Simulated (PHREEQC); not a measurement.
Solution (25 °C): 58 mmol/kgw NH4HF2, 0.058 mmol/kgw (NH4)2SiF6, 0.23 mmol/kgw HBF4 and 0.035 mmol/kgw HCl. Closed to the air; pH follows from the charge balance.

Model: ion-association model, wateq4f.dat, run in PHREEQC.

No solid was allowed to form.

**Question.** Estimate the pH, ionic strength.

**Answer.** pH 3.17; ionic strength 0.0590 mol/kgw.

**Question.** In which forms is F present?

**Answer.** F- 43 %, HF 35 %, HF2- 14 %, H2F2 7.5 %, BF4- 0.8 % of the F.

wateq4f.dat counts part of the HF as a dimer, H2F2, which phreeqc.dat doesn't know; its constant is uncertain. SiF6-2 is the database's only silicon fluoride. Real BF4- forms and hydrolyses slowly; the run takes it at equilibrium.
